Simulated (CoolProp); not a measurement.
trans-2-butene along the isobar 4790 kPa: fugacity coefficient from the reference equation and from simpler models built on Tc = 428.6 K, pc = 4019 kPa, ω = 0.210; each cubic takes its own stable root.

Computed with CoolProp (reference Helmholtz-energy equation of state, Lemmon 2005). It is a short technical equation, of lower accuracy than the large ones.

```tsv
T (K)	phase	reference
329.7	liquid	0.1226
351.4	liquid	0.1927
373.1	liquid	0.2816
394.8	liquid	0.3869
416.5	liquid	0.5032
438.2	supercritical	0.6179
459.9	supercritical	0.6875
481.6	supercritical	0.7353
503.3	supercritical	0.7733
525	supercritical	0.8046
```

Problem. How far does each simpler model (van der Waals, Soave-Redlich-Kwong, Peng-Robinson) lie from the reference over these 10 states: mean and median of the absolute difference, and the worst?

Solution. 
- van der Waals: mean 29.8 %, median 9.3 %, worst +121.0 % at 329.7 K and 4790 kPa
- Soave-Redlich-Kwong: mean 2.8 %, median 2.7 %, worst +4.4 % at 373.1 K and 4790 kPa
- Peng-Robinson: mean 1.2 %, median 1.2 %, worst -2.3 % at 459.9 K and 4790 kPa
